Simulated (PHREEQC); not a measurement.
Model water analysis in mg/L, 25 °C, pH 5.89, pe 11: Na 0.0608; K 0.000328; Ca 0.121; Mg 0.0233; Cl 0.162; S(6) as SO4 0.106; Alkalinity as HCO3 0.247; Pb 0.00196; Cd 0.0252; Li 0.00106; Ba 0.000769.

Valence states are taken as typed.

Computed with PHREEQC (ion-association model, phreeqc.dat).

The ionic strength is 1.76e-5 mol/kgw and the charge-balance error is 1.7 %.

```json
[
 {"species": "CO2", "molality": "1.54e-5", "activity": "1.54e-5", "log γ": "0.000"},
 {"species": "HCO3-", "molality": "5.33e-6", "activity": "5.31e-6", "log γ": "-0.002"},
 {"species": "Cl-", "molality": "4.57e-6", "activity": "4.55e-6", "log γ": "-0.002"},
 {"species": "Ca+2", "molality": "3.02e-6", "activity": "2.96e-6", "log γ": "-0.009"},
 {"species": "Na+", "molality": "2.65e-6", "activity": "2.63e-6", "log γ": "-0.002"},
 {"species": "H+", "molality": "1.30e-6", "activity": "1.29e-6", "log γ": "-0.002"},
 {"species": "SO4-2", "molality": "1.10e-6", "activity": "1.08e-6", "log γ": "-0.009"}
]
```

This is a speciation only: nothing precipitates in the calculation. Complexes and solids missing from the database can't appear.
